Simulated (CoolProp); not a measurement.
The numbers come from the reference Helmholtz-energy equation of state, Leachman 2009 in CoolProp.

Q: For normal hydrogen, give the phase and the density (kg/m³), cv (kJ/(kg K)), expansivity (1/kK), viscosity (µPa s) at 71.8 K and 13.6 bar; 71.8 K and 19.4 bar.

A: 
- 71.8 K and 13.6 bar: supercritical; density 4.73, cv 6.50, expansivity 15.7, viscosity 3.34
- 71.8 K and 19.4 bar: supercritical; density 6.82, cv 6.53, expansivity 16.5, viscosity 3.41

Viscosity comes from a separate model (Muzny 2013).
